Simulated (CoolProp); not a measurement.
A Linde-Hampson liquefier for ethylene: isothermal reversible compression at 320 K from 1 atm to 30 MPa, throttling to 1 atm, return gas leaving the recuperator 5 K below the feed. Each further row changes one setting.

Computed with CoolProp (reference Helmholtz-energy equation of state, Smukala 2000).

```json
[
 {"case": "as stated", "liquid yield per pass": "0.422", "compression work (kJ/kg of gas)": "444"},
 {"case": "high pressure 60 MPa", "liquid yield per pass": "(withheld)", "compression work (kJ/kg of gas)": "(withheld)"},
 {"case": "warm-end temperature 350 K", "liquid yield per pass": "(withheld)", "compression work (kJ/kg of gas)": "(withheld)"},
 {"case": "warm-end gap 10 K", "liquid yield per pass": "(withheld)", "compression work (kJ/kg of gas)": "444"}
]
```

### Question
Complete the blanks.

### Answer

- high pressure 60 MPa, liquid yield per pass: 0.403
- high pressure 60 MPa, compression work (kJ/kg of gas): 513
- warm-end temperature 350 K, liquid yield per pass: 0.350
- warm-end temperature 350 K, compression work (kJ/kg of gas): 512
- warm-end gap 10 K, liquid yield per pass: 0.416
